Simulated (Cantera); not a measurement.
A closed system holds: 1 mol CuO, 690 mol H2, 0.32 mol H2O, at 0.100 bar.

These are equilibrium values from Cantera (NASA tables, ideal gas, pure condensed phases), not measurements of a reactor. Candidate condensed phases: Cu, CuO, Cu(OH)2, Cu2O, H2O; 12 gas species. Equilibrium is a limit: real reactors are often held back by kinetics, nucleation or transport.

Question: Which condensed phases are stable at each of these points (T (K)): 625, 725, 825, 925, 1025, 1125, 1225, 1325, 1425, 1525?

Answer: 
| T (K) | condensed phases | Cu condensed (%) |
|---|---|---|
| 625 | Cu(s) | 100.0 |
| 725 | Cu(s) | 100.0 |
| 825 | Cu(s) | 100.0 |
| 925 | Cu(s) | 100.0 |
| 1025 | Cu(s) | 100.0 |
| 1125 | Cu(s) | 100.0 |
| 1225 | Cu(s) | 100.0 |
| 1325 | Cu(s) | 99.8 |
| 1425 | Cu(l) | 98.5 |
| 1525 | Cu(l) | 91.4 |

From 625 K to 1325 K the condensed part is Cu(s). From 1425 K to 1525 K the condensed part is Cu(l).
